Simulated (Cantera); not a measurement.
## Premixed flame

A freely propagating, adiabatic, planar premixed flame of 7.51 % CH4, 0.751 % CO, 23.3 % O2, 67.6 % N2, 0.751 % CO2, unburnt at 625 K and 100.0 Torr; mixture-averaged transport, grid criteria slope 0.08 and curve 0.16, no radiation.

Computed with Cantera and GRI-Mech 3.0 (53 species, 325 reactions). Burning velocities carry a grid error of a few per cent, more on coarse grids.

| z (mm) | T (K) | u (m/s) | x CH4 | x CO | x O2 | x NO2 | x CH3 | x C2H2 |
|---|---|---|---|---|---|---|---|---|
| -5.73 | 625 | 2.02 | 0.0750 | 0.00751 | 0.233 | <1e-8 | 1.41e-7 | <1e-8 |
| -3.82 | 626 | 2.02 | 0.0749 | 0.00750 | 0.233 | <1e-8 | 2.33e-6 | <1e-8 |
| -2.87 | 628 | 2.04 | 0.0747 | 0.00754 | 0.233 | <1e-8 | 1.14e-5 | <1e-8 |
| -1.91 | 655 | 2.13 | 0.0728 | 0.00810 | 0.230 | <1e-8 | 5.49e-5 | 8.56e-8 |
| -0.955 | 887 | 2.92 | 0.0577 | 0.0159 | 0.212 | <1e-8 | 0.000497 | 2.00e-6 |
| -0.478 | 1217 | 4.04 | 0.0345 | 0.0310 | 0.179 | <1e-8 | 0.00177 | 8.18e-6 |
| 0 | 1569 | 5.26 | 0.0102 | 0.0478 | 0.136 | <1e-8 | 0.00149 | 1.51e-5 |
| 0.478 | 1721 | 5.79 | 0.00126 | 0.0489 | 0.108 | <1e-8 | 0.000243 | 3.09e-6 |
| 0.955 | 1756 | 5.90 | 9.39e-5 | 0.0416 | 0.0967 | <1e-8 | 1.84e-5 | 1.29e-7 |
| 1.91 | 1784 | 5.97 | 5.30e-7 | 0.0302 | 0.0897 | <1e-8 | 1.08e-7 | <1e-8 |
| 3.82 | 1820 | 6.06 | <1e-8 | 0.0213 | 0.0859 | <1e-8 | <1e-8 | <1e-8 |
| 7.64 | 1869 | 6.20 | <1e-8 | 0.0179 | 0.0844 | <1e-8 | <1e-8 | <1e-8 |
| 15.3 | 1935 | 6.39 | <1e-8 | 0.0160 | 0.0834 | <1e-8 | <1e-8 | <1e-8 |
x: mole fraction of selected species; z is measured from the peak of heat release.

- laminar burning velocity: 202 cm/s
- thermal thickness: 1.91 mm
- peak x(CH3): 0.00204
- peak x(C2H2): 1.55e-5
- grid points: 153
